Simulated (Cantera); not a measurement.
## Diamond growth

A diamond (100) surface in a fixed gas of H2 with x(CH4) = 0.0051, x(H) = 0.00028, x(CH3) = 0.0003, at 1100 K; coverages are run to steady state.

Model: the Harris–Goodwin 1993 mechanism for the reconstructed diamond (100) surface, integrated in Cantera.

| P (Pa) | growth (µm/h) | θ c6HH | θ c6H* | θ c6*H | θ c6** | θ c6HM |
|---|---|---|---|---|---|---|
| 580 | 0.0461 | 0.544 | 0.0258 | 0.409 | 0.00923 | 0.00520 |
| 950 | 0.0930 | 0.541 | 0.0257 | 0.407 | 0.00917 | 0.00839 |
| 1600 | 0.206 | 0.537 | 0.0255 | 0.403 | 0.00909 | 0.0138 |
| 2600 | 0.449 | 0.531 | 0.0251 | 0.398 | 0.00897 | 0.0215 |
| 4200 | 0.991 | 0.522 | 0.0247 | 0.391 | 0.00881 | 0.0326 |
| 6900 | 2.26 | 0.509 | 0.0240 | 0.381 | 0.00858 | 0.0487 |
| 11000 | 4.82 | 0.494 | 0.0233 | 0.369 | 0.00830 | 0.0681 |
| 18000 | 10.3 | 0.475 | 0.0223 | 0.353 | 0.00795 | 0.0922 |
θ: site fractions in the mechanism's names (c6HH fully hydrogenated, c6H* and c6*H radical sites, c6** diradical, c6HM methylated).
